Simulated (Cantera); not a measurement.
An adiabatic, constant-pressure homogeneous reactor starts with CO : H2 : CH4 : O2 : N2 : CO2 = 1 : 0.61 : 0.86 : 5.87 : 22.1 : 8.8 (molar parts), equivalence ratio 0.43, at 1775 K and 0.390 bar. Integrator tolerance rtol = 1e-08.

Model: GRI-Mech 3.0 (53 species, 325 reactions), integrated in Cantera.

Q: What does this change do: pressure from 0.390 bar to 1.70 bar?

A: 
| quantity | before | after |
|---|---|---|
| time of steepest temperature rise | 0.132 ms | 33.1 µs |
| temperature at 0.700 s | 2289 K | 2333 K |
| equilibrium temperature | 2289 K | 2333 K |
| x(CO) at 0.700 s | 0.0153 (gas-phase equilibrium 0.0153) | 0.00997 (gas-phase equilibrium 0.00997) |
| x(H2) at 0.700 s | 0.000599 (gas-phase equilibrium 0.000599) | 0.000379 (gas-phase equilibrium 0.000379) |
| x(CH4) at 0.700 s | <1e-12 (gas-phase equilibrium <1e-12) | <1e-12 (gas-phase equilibrium <1e-12) |
| x(HCO) at 0.700 s | 4.28e-10 (gas-phase equilibrium 4.28e-10) | 5.39e-10 (gas-phase equilibrium 5.39e-10) |
| x(CH2CO) at 0.700 s | <1e-12 (gas-phase equilibrium <1e-12) | <1e-12 (gas-phase equilibrium <1e-12) |
| x(H) at 0.700 s | 0.000360 (gas-phase equilibrium 0.000360) | 0.000172 (gas-phase equilibrium 0.000172) |
| x(N2O) at 0.700 s | 2.46e-7 (gas-phase equilibrium 2.47e-7) | 5.58e-7 (gas-phase equilibrium 5.58e-7) |
